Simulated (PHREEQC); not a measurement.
Dissolve 29 mmol/kgw HF and 6.8 mmol/kgw NH4F at 25 °C. Closed to the air; pH follows from the charge balance.

Computed with PHREEQC (ion-association model, phreeqc.dat).

```json
[
 {"quantity": "pH", "before": "2.65", "after": "3.10"},
 {"quantity": "ionic strength (mol/kgw)", "before": "0.00926", "after": "0.00768"},
 {"quantity": "F- (mol/kgw)", "before": "0.00843", "after": "0.00690"},
 {"quantity": "HF2- (mol/kgw)", "before": "0.000832", "after": "0.000781"}
]
```

Problem. Which change was made?
(A) HF from 0.029 to 0.0261 mol/kgw
(B) temperature from 25 to 90 °C
(C) NH4F replaced by KF at the same molality
(D) NH4F replaced by HBF4 at the same molality
(E) NH4F from 0.0068 to 0.0034 mol/kgw

Solution. B, temperature from 25 to 90 °C

Precipitation was switched off in this run. At this temperature some constants are extrapolated from 25 °C, and those without enthalpy data are left unchanged.
